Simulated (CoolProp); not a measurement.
The fluid at 484.59 K and 4.38 MPa is compressed adiabatically to 20.7 MPa with isentropic efficiency 0.9. The same conditions are run with several fluids, on thermodynamics alone (safety and materials aside).

The numbers come from the reference Helmholtz-energy equation of state of each fluid (n-pentane: Thol 2019; neopentane: Lemmon 2006; propane: Lemmon 2009) in CoolProp.

| fluid | work (kJ/kg) | final temperature (K) | final density (kg/m³) |
|---|---|---|---|
| n-pentane | 46.4 | ___ | ___ |
| neopentane | 62.9 | ___ | 386 |
| propane | ___ | ___ | ___ |

Question: Complete the blanks.

Answer: 
- n-pentane, final temperature (K): 517.8
- n-pentane, final density (kg/m³): 444
- neopentane, final temperature (K): 538.6
- propane, work (kJ/kg): 140
- propane, final temperature (K): 571.1
- propane, final density (kg/m³): 222
